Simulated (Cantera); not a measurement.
**Ignition delay**

Mixture: CO : H2 : CH4 : O2 : N2 = 1 : 1 : 0.1 : 1.64 : 6.18 (molar parts), at 790000 Pa, adiabatic and at constant pressure. Ignition delay is the time to a rise of 400 K.

Cantera simulation using GRI-Mech 3.0 (53 species, 325 reactions); the numbers are that mechanism's predictions, not measurements.

| T0 (K) | delay (ms) |
|---|---|
| 1048 | 1.73 |
| 1098 | 0.466 |
| 1148 | 0.122 |
| 1198 | 0.0387 |
| 1248 | 0.0172 |
| 1298 | 0.00992 |

The apparent activation energy between 1198 and 1298 K is 180 kJ/mol.
